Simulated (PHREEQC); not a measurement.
A solution holds 0.0047 mol HF, 0.00073 mol NaF and 5.7e-05 mol H2SO4 per kg of water, at 20 °C. Closed to the air; pH follows from the charge balance.

The numbers come from PHREEQC with the ion-association model, phreeqc.dat.

```json
{
 "pH": "2.88",
 "ionic_strength": "0.00216 mol/kgw",
 "specific_conductance": "546 µS/cm",
 "total_alkalinity": "-4.81 meq/kg"
}
```

```
species  molality  activity   log γ
-------  --------  --------  ------
HF        0.00340   0.00340   0.000
F-        0.00198   0.00188  -0.022
H+        0.00138   0.00132  -0.021
Na+      0.000729  0.000693  -0.022
SO4-2     5.17e-5   4.23e-5  -0.088
HF2-      2.48e-5   2.35e-5  -0.022
HSO4-     5.13e-6   4.87e-6  -0.022
NaF       7.49e-7   7.50e-7   0.000
NaSO4-    1.50e-7   1.42e-7  -0.022
```

Precipitation was switched off in this run.
